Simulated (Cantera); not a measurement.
A perfectly stirred reactor is fed with 4.57 % CH4, 1.14 % CO, 19.8 % O2, 74.5 % N2, equivalence ratio 0.49, at 79000 Pa; it is adiabatic with a 725 K inlet, and is followed from long to short residence time, starting on the burning branch (τ in s: 0.021, 0.012, 0.0064, 0.0036, 0.002, 0.0011, 0.00062, 0.00035, 0.00019, 0.00011, 6e-05).

Cantera simulation using GRI-Mech 3.0 (53 species, 325 reactions); the numbers are that mechanism's predictions, not measurements.

Q: Predict: blow-out, bracketed by the residence times tried; x(CH4) at τ = 21.0 ms; x(CO) at τ = 21.0 ms; x(O2) at τ = 21.0 ms; x(HCO) at τ = 21.0 ms; x(OH) at τ = 21.0 ms; x(CH4) at τ = 1.10 ms; x(CO) at τ = 1.10 ms; x(O2) at τ = 1.10 ms; x(HCO) at τ = 1.10 ms; x(OH) at τ = 1.10 ms.

A: 
- blow-out, bracketed by the residence times tried: burning at 0.190 ms, out at 0.110 ms
- x(CH4) at τ = 21.0 ms: 2.15e-5
- x(CO) at τ = 21.0 ms: 0.00109
- x(O2) at τ = 21.0 ms: 0.101
- x(HCO) at τ = 21.0 ms: 7.11e-8
- x(OH) at τ = 21.0 ms: 0.00218
- x(CH4) at τ = 1.10 ms: 0.000157
- x(CO) at τ = 1.10 ms: 0.00679
- x(O2) at τ = 1.10 ms: 0.103
- x(HCO) at τ = 1.10 ms: 1.44e-6
- x(OH) at τ = 1.10 ms: 0.00421
